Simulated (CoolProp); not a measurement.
Vapour-liquid equilibrium of carbon dioxide (1) + R123 (2) at 263.7 K; x and y are mole fractions of (1).

Computed with CoolProp (multi-fluid Helmholtz-energy mixture model, Span 1996 and Younglove 1994; pair parameters Bell 2016).

| x | bubble pressure (kPa) | y at the bubble point | dew pressure at overall composition x (kPa) | liquid density (mol/L) |
|---|---|---|---|---|
| 0.05 | … | 0.824 | 21.91 | 10.47 |
| 0.15 | 300.3 | 0.934 | 24.49 | 11.22 |
| 0.25 | 488.2 | 0.962 | 27.75 | 12.05 |
| 0.35 | 692.8 | 0.975 | … | 12.99 |
| 0.45 | 922.8 | 0.983 | 37.80 | 14.04 |
| 0.55 | 1184 | 0.988 | … | 15.23 |
| 0.65 | 1477 | 0.992 | … | 16.58 |
| 0.75 | … | … | 82.56 | 18.09 |
| 0.85 | 2145 | 0.997 | … | 19.76 |
| 0.95 | 2504 | 0.999 | 384.8 | 21.48 |

Problem. Some entries are withheld; supply them.

Solution. 
- 0.05, bubble pressure (kPa): 116.4
- 0.35, dew pressure at overall composition x (kPa): 32.01
- 0.55, dew pressure at overall composition x (kPa): 46.15
- 0.65, dew pressure at overall composition x (kPa): 59.21
- 0.75, bubble pressure (kPa): 1800
- 0.75, y at the bubble point: 0.995
- 0.85, dew pressure at overall composition x (kPa): 136.2

No azeotrope shows between x = 0.05 and 0.95.

The pair parameters rest on a limited set of measurements; away from them the model extrapolates.
